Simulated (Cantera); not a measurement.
A closed system holds: 1 mol Si, 9.2 mol Cl2, 0.52 mol N2, 7 mol NF3, at 1025 K and 9.80 mbar.

Cantera equilibrium calculation (NASA polynomials, part measured and part estimated; ideal gas, pure solids and liquids). Candidate condensed phases: Si, Si3N4; 24 gas species. Kinetics and transport are ignored.

Base state: ClF 0.737, N2 0.176, SiF4 0.0438, Cl2 0.0341, F 0.00772, Cl 0.00104, F2 3.74e-5 (mole fractions); condensed: gas only.

What changes in the equilibrium state with this change: NF3 from 7 to 0.67 mol?


```csv
species,before,after
Cl2,0.0341,0.811
N2,0.176,0.0848
SiF4,0.0438,0.0498
ClF,0.737,<1e-9
SiCl4,<1e-9,0.0493
F,0.00772,<1e-9
F2,3.74e-5,<1e-9
```
